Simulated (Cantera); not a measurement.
Cantera run:

```python
import numpy as np
import cantera as ct

gas_names = """
    C CH CH2 CH3 CH2OH CH3O CH4 CH3OH CO CO2 COOH C2 C2H CHCO,ketyl C2H2,acetylene C2H2,vinylidene
    CH2CO,ketene C2H3,vinyl CH3CO,acetyl C2H4 C2H4O,ethylen CH3CHO,ethanal CH3COOH (HCOOH)2 C2H5 C2H6
    CH3OCH3 C2H5OH C2O C3 C3H3,propargyl C3H4,allene C3H4,propyne C3H4,cyclo- C3H5,allyl C3H6,propylene
    C3H6,cyclo- C3H6O C3H7,n-propyl C3H7,i-propyl C3H8 C3H8O,1propanol C3H8O,2propanol C3O2 C4 C4H2
    C4H4,1,3-cyclo- C4H6,butadiene C4H6,2-butyne C4H6,cyclo- C4H8,1-butene C4H8,cis2-buten
    C4H8,tr2-butene C4H8,isobutene C4H8,cyclo- (CH3COOH)2 C4H9,n-butyl C4H9,i-butyl C4H9,s-butyl
    C4H9,t-butyl C4H10,isobutane C4H10,n-butane C5 C5H6,1,3cyclo- C5H8,cyclo- C5H10,1-pentene
    C5H10,cyclo- C5H11,pentyl C5H11,t-pentyl C5H12,n-pentane C5H12,i-pentane CH3C(CH3)2CH3 C6H2
    C6H5,phenyl C6H5O,phenoxy C6H6 C6H5OH,phenol C6H10,cyclo- C6H12,1-hexene C6H12,cyclo- C6H13,n-hexyl
    C7H7,benzyl C7H8 C7H8O,cresol C7H14,1-heptene C7H15,n-heptyl C7H16,n-heptane C8H8,styrene
    C8H10,ethylbenz C8H16,1-octene C8H17,n-octyl C8H18,isooctane C8H18,n-octane C9H19,n-nonyl
    C10H8,naphthale C10H21,n-decyl C12H9,o-bipheny C12H10,bipheny H HCO HO2 H2 HCHO,formaldehy HCOOH H2O
    H2O2 O OH O2 O3 Si SiC SiC2 SiC4H12 SiH SiH2 SiH3 SiH4 SiO SiO2 Si2 Si2C Si3
""".split()
cond_names = """
    C(gr) C6H6(L) C7H8(L) C8H18(L),n-octa H2O(s) H2O(L) Si(cr) Si(L) SiC(b) SiO2(Lqz) SiO2(hqz) SiO2(L)
""".split()


def load(file, names, dense=False):
    # The tables refer to 1 bar. Condensed volumes are neglected.
    table = {s.name: s for s in ct.Species.list_from_file(file)}
    out = []
    for n in names:
        d = dict(table[n].input_data)
        d["thermo"] = dict(d["thermo"], **{"reference-pressure": 1e5})
        if dense:
            d["equation-of-state"] = {"model": "constant-volume", "density": "1e6 g/cm^3"}
        out.append(ct.Species.from_dict(d))
    return out


gas = ct.Solution(thermo="ideal-gas", species=load("nasa_gas.yaml", gas_names))
cond = {s.name: ct.Solution(thermo="fixed-stoichiometry", species=[s], name=s.name)
        for s in load("nasa_condensed.yaml", cond_names, dense=True)}
atoms = {
    'SiO2': {'Si': 1, 'O': 2},
    'CH4': {'C': 1, 'H': 4},
    'CO': {'C': 1, 'O': 1},
}
top_T = {'C(gr)': 4500, 'SiC(b)': 3050}  # K; cautious upper limits of use, not melting points


def equilibrate(T, P, feed):
    n = {}
    for name, mol in feed.items():
        for a, k in atoms[name].items():
            n[a] = n.get(a, 0.0) + k * mol
    gas.TPX = T, P, n
    mass = sum(n.values()) * gas.mean_molecular_weight
    gas.equilibrate("TP")
    valid = [c for c in cond.values() if c.min_temp <= T <= top_T.get(c.name, c.max_temp)]
    mix = ct.Mixture([(gas, mass / gas.mean_molecular_weight)] + [(c, 0.0) for c in valid])
    mix.T, mix.P = T, P
    mix.equilibrate("TP", solver="vcs", rtol=1e-11, max_steps=5000)
    return mix


results = []
feed = {'SiO2': 1, 'CH4': 0.95, 'CO': 0.43}  # mol
P = 16000  # Pa
for T in [900, 1000, 1100, 1200, 1300, 1400, 1500, 1600]:
    mix = equilibrate(T, P, feed)
    results.append((T, P, feed, dict(zip(mix.species_names, mix.species_moles))))
    x = sorted(zip(gas.X, gas.species_names), reverse=True)
    print(f"T = {T:g} K  P = {P:g} Pa  gas = {mix.phase_moles(0):.4g} mol")
    print("   x: " + "  ".join(f"{s} {v:.3e}" for v, s in x if v > 1e-05))
    print("   condensed (mol): " + ("  ".join(f"{mix.phase(i).name} {mix.phase_moles(i):.4g}"
          for i in range(1, mix.n_phases) if mix.phase_moles(i) > 1e-12) or "none"))
```

Result:

```
T = 900 K  P = 16000 Pa  gas = 2.146 mol
   x: H2 7.841e-01  CO 1.303e-01  H2O 3.969e-02  CH4 3.070e-02  CO2 1.517e-02
   condensed (mol): C(gr) 1.002  SiO2(hqz) 1
T = 1000 K  P = 16000 Pa  gas = 2.281 mol
   x: H2 8.044e-01  CO 1.742e-01  CH4 9.884e-03  H2O 8.858e-03  CO2 2.753e-03
   condensed (mol): C(gr) 0.9539  SiO2(hqz) 1
T = 1100 K  P = 16000 Pa  gas = 2.315 mol
   x: H2 8.110e-01  CO 1.827e-01  CH4 3.777e-03  H2O 2.120e-03  CO2 4.712e-04
   condensed (mol): C(gr) 0.9473  SiO2(hqz) 1
T = 1200 K  P = 16000 Pa  gas = 2.324 mol
   x: H2 8.134e-01  CO 1.842e-01  CH4 1.672e-03  H2O 6.220e-04  CO2 1.026e-04
   condensed (mol): C(gr) 0.9478  SiO2(hqz) 1
T = 1300 K  P = 16000 Pa  gas = 2.327 mol
   x: H2 8.144e-01  CO 1.845e-01  CH4 8.346e-04  H2O 2.192e-04  CO2 2.816e-05
   condensed (mol): C(gr) 0.9486  SiO2(hqz) 1
T = 1400 K  P = 16000 Pa  gas = 2.329 mol
   x: H2 8.149e-01  CO 1.845e-01  CH4 4.589e-04  H2O 8.962e-05  H 1.098e-05
   condensed (mol): C(gr) 0.9491  SiO2(hqz) 1
T = 1500 K  P = 16000 Pa  gas = 2.33 mol
   x: H2 8.147e-01  CO 1.847e-01  CH4 2.729e-04  SiO 2.111e-04  H2O 4.135e-05  H 3.972e-05
   condensed (mol): C(gr) 0.9489  SiO2(hqz) 0.9995
T = 1600 K  P = 16000 Pa  gas = 2.972 mol
   x: H2 6.391e-01  CO 3.585e-01  SiO 2.199e-03  H 1.087e-04  CH4 7.335e-05  H2O 4.660e-05
   condensed (mol): SiC(b) 0.3145  SiO2(hqz) 0.679
```

Method: chemical equilibrium by Gibbs-energy minimisation in Cantera with the NASA 1993 tables (ideal gas, pure condensed phases). Mutual solubility and eutectic melting of coexisting phases are not modelled. The tables hold silica as quartz up to 1696 K and as liquid above; real silica turns to tridymite and cristobalite and melts near 1996 K.
